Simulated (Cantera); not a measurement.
Input (Python, Cantera) and output of one run.

```python
import numpy as np
import cantera as ct

gas_names = """
    H H2 Pb Pb2
""".split()
cond_names = """
    Pb(cr) Pb(L)
""".split()


# ... load() reads the species with a 1 bar reference pressure and builds the phases ...
atoms = {
    'Pb': {'Pb': 1},
    'H2': {'H': 2},
}
top_T = {}  # K; cautious upper limits of use, not melting points


# ... equilibrate(T, P, feed) seeds the gas with the atoms and calls Mixture.equilibrate('TP', solver="vcs", rtol=1e-11, max_steps=5000) ...
results = []
feed = {'Pb': 1, 'H2': 5.3}  # mol
P = 6400  # Pa
for T in [500, 600, 700, 800, 900, 1000, 1100, 1200, 1300, 1400, 1500, 1600]:
    mix = equilibrate(T, P, feed)
    results.append((T, P, feed, dict(zip(mix.species_names, mix.species_moles))))

top = {s: max(r[3][s] / sum(r[3][g] for g in gas_names) for r in results) for s in gas_names}
cols = sorted((s for s in top if top[s] > 1e-05), key=lambda s: -top[s])[:5]
seen = [c for c in cond_names if any(r[3].get(c, 0) > 1e-12 for r in results)]
print("log10 of partial pressures in bar; condensed amounts in mol")
print(f"{'T/K':>10s}" + "".join(f"{s[:9]:>10s}" for s in cols + seen))
for T, P, feed, n in results:
    ng = sum(n[g] for g in gas_names)
    print(f"{T:10.4g}" + "".join(f"{np.log10(max(n[s] / ng * P / 1e5, 1e-99)):10.3f}" for s in cols)
          + "".join(f"{n.get(c, 0):10.4g}" for c in seen))
```

Output:

```
log10 of partial pressures in bar; condensed amounts in mol
       T/K        H2        Pb         H       Pb2    Pb(cr)     Pb(L)
       500    -1.194   -14.655   -20.754   -26.927         1         0
       600    -1.194   -11.287   -16.932   -21.215         1         0
       700    -1.194    -8.953   -14.194   -17.281         0         1
       800    -1.194    -7.212   -12.135   -14.353         0         1
       900    -1.194    -5.864   -10.529   -12.090         0    0.9999
      1000    -1.194    -4.791    -9.241   -10.292         0    0.9987
      1100    -1.195    -3.917    -8.185    -8.831         0    0.9899
      1200    -1.198    -3.192    -7.304    -7.620         0    0.9462
      1300    -1.212    -2.581    -6.562    -6.602         0    0.7733
      1400    -1.257    -2.060    -5.942    -5.735         0    0.1642
      1500    -1.269    -1.993    -5.389    -5.754         0         0
      1600    -1.269    -1.993    -4.899    -5.889         0         0
```

These are equilibrium values from Cantera (NASA tables, ideal gas, pure condensed phases), not measurements of a reactor.
